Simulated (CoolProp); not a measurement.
1-butene along the isotherm 49.25 °C: Z from the reference equation and from simpler models built on Tc = 146.1 °C, pc = 40.06 bar, ω = 0.192; each cubic takes its own stable root.

Model: reference Helmholtz-energy equation of state, Lemmon 2005, in CoolProp. It is a short technical equation, of lower accuracy than the large ones.

```csv
p (bar),phase,reference
9.1,liquid,0.03419
18.2,liquid,0.06809
27.3,liquid,0.1017
36.4,liquid,0.1351
45.5,liquid,0.1683
54.6,liquid,0.2012
63.7,liquid,0.2340
72.8,liquid,0.2665
81.9,liquid,0.2989
91,liquid,0.3311
100,liquid,0.3627
```

How far does each simpler model (van der Waals, Peng-Robinson) lie from the reference over these 11 states: mean and median of the absolute difference, and the worst?


- van der Waals: mean 269.1 %, median 55.7 %, worst +2402.8 % at 49.25 °C and 9.1 bar
- Peng-Robinson: mean 4.3 %, median 4.3 %, worst -4.9 % at 49.25 °C and 100 bar

At some of these states van der Waals gives the other phase, because its saturation line lies elsewhere.
